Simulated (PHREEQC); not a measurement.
1 kg of water holding 0.22 mol Na2SO4, 0.22 mol NaHCO3, 0.047 mol KCl, 0.017 mol Na2CO3 and 0.0093 mol NaCl is evaporated at 25 °C; the solids stay in contact with the brine. CO2 from the air is kept out. Only these solids could form: Arcanite, Burkeite, Glaserite, Halite, Kalicinite, Mirabilite, Misenite, Nahcolite, Natron, Sylvite, Thenardite, Trona.

The series has 21 steps of water left (kg), from 1 to 0.01963.

Model: Pitzer model, pitzer.dat, run in PHREEQC.

Which solids form, in which order, and at which step of the series does each first stand?

Nahcolite from water left = 0.2082 kg (pH 8.30); Mirabilite from water left = 0.06898 kg (pH 8.89), last present at water left = 0.03411 kg; Glaserite from water left = 0.04742 kg (pH 9.11); Thenardite from water left = 0.03411 kg (pH 9.30); Trona from water left = 0.01963 kg (pH 9.50).
